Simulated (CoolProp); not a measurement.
Sulfur dioxide along the isobar 66.2 bar: fugacity coefficient from the reference equation and from simpler models built on Tc = 157.5 °C, pc = 78.87 bar, ω = 0.256; each cubic takes its own stable root.

Model: reference Helmholtz-energy equation of state, Gao 2016, in CoolProp.

| T (°C) | phase | reference |
|---|---|---|
| 116.75 | liquid | 0.4681 |
| 130.65 | liquid | 0.5660 |
| 144.65 | liquid | 0.6681 |
| 158.55 | gas | 0.7183 |
| 172.55 | gas | 0.7505 |
| 186.45 | gas | 0.7772 |
| 200.45 | gas | 0.8003 |
| 214.35 | gas | 0.8203 |
| 228.35 | gas | 0.8381 |
| 242.25 | gas | 0.8537 |

### Question
How far does each simpler model (Redlich-Kwong, Soave-Redlich-Kwong, Peng-Robinson) lie from the reference over these 10 states: mean and median of the absolute difference, and the worst?

### Answer
- Redlich-Kwong: mean 3.1 %, median 1.3 %, worst +12.4 % at 116.75 °C and 66.2 bar
- Soave-Redlich-Kwong: mean 1.2 %, median 0.6 %, worst +3.4 % at 116.75 °C and 66.2 bar
- Peng-Robinson: mean 1.7 %, median 2.0 %, worst -2.2 % at 186.45 °C and 66.2 bar

At some of these states Redlich-Kwong gives the other phase, because its saturation line lies elsewhere.
